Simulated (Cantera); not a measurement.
Equilibrium for calcination and drying: Mg(OH)2 + CO2

Input: 1 mol Mg(OH)2, 4.4 mol CO2, equilibrated at 24.0 mbar.

Equilibrium computed with Cantera from the NASA thermochemical tables; the gas is ideal and each condensed phase is pure. Candidate condensed phases: C, C6H6, C7H8, C8H18, H2O, Mg, MgCO3, MgO, Mg(OH)2; 116 gas species. Kinetics and transport are ignored.

```json
[
 {"T (°C)": "1402", "log p CO2": "-1.71", "log p H2O": "-2.35", "log p CO": "-3.91", "log p O2": "-4.19", "log p OH": "-5.07", "log p H2": "-5.07", "n MgO(s)": "1.000"},
 {"T (°C)": "1452", "log p CO2": "-1.71", "log p H2O": "-2.36", "log p CO": "-3.74", "log p O2": "-4.03", "log p OH": "-4.88", "log p H2": "-4.93", "n MgO(s)": "1.000"},
 {"T (°C)": "1502", "log p CO2": "-1.72", "log p H2O": "-2.36", "log p CO": "-3.58", "log p O2": "-3.87", "log p OH": "-4.71", "log p H2": "-4.79", "n MgO(s)": "1.000"},
 {"T (°C)": "1552", "log p CO2": "-1.72", "log p H2O": "-2.36", "log p CO": "-3.43", "log p O2": "-3.73", "log p OH": "-4.54", "log p H2": "-4.67", "n MgO(s)": "1.000"},
 {"T (°C)": "1602", "log p CO2": "-1.73", "log p H2O": "-2.36", "log p CO": "-3.29", "log p O2": "-3.59", "log p OH": "-4.38", "log p H2": "-4.54", "n MgO(s)": "1.000"},
 {"T (°C)": "1652", "log p CO2": "-1.73", "log p H2O": "-2.37", "log p CO": "-3.16", "log p O2": "-3.46", "log p OH": "-4.23", "log p H2": "-4.43", "n MgO(s)": "1.000"},
 {"T (°C)": "1702", "log p CO2": "-1.74", "log p H2O": "-2.37", "log p CO": "-3.04", "log p O2": "-3.34", "log p OH": "-4.09", "log p H2": "-4.32", "n MgO(s)": "1.000"},
 {"T (°C)": "1752", "log p CO2": "-1.75", "log p H2O": "-2.38", "log p CO": "-2.92", "log p O2": "-3.23", "log p OH": "-3.96", "log p H2": "-4.22", "n MgO(s)": "1.000"},
 {"T (°C)": "1802", "log p CO2": "-1.76", "log p H2O": "-2.38", "log p CO": "-2.82", "log p O2": "-3.12", "log p OH": "-3.84", "log p H2": "-4.13", "n MgO(s)": "1.000"},
 {"T (°C)": "1852", "log p CO2": "-1.78", "log p H2O": "-2.39", "log p CO": "-2.72", "log p O2": "-3.02", "log p OH": "-3.72", "log p H2": "-4.04", "n MgO(s)": "0.999"},
 {"T (°C)": "1902", "log p CO2": "-1.79", "log p H2O": "-2.41", "log p CO": "-2.62", "log p O2": "-2.93", "log p OH": "-3.61", "log p H2": "-3.95", "n MgO(s)": "0.999"}
]
```
log p: log10 of the partial pressure in bar; n: condensed amount in mol.

From 1402 °C to 1902 °C the condensed part is MgO(s). The main Mg-bearing gas is Mg(OH)2 at 1402 °C and Mg at 1902 °C.
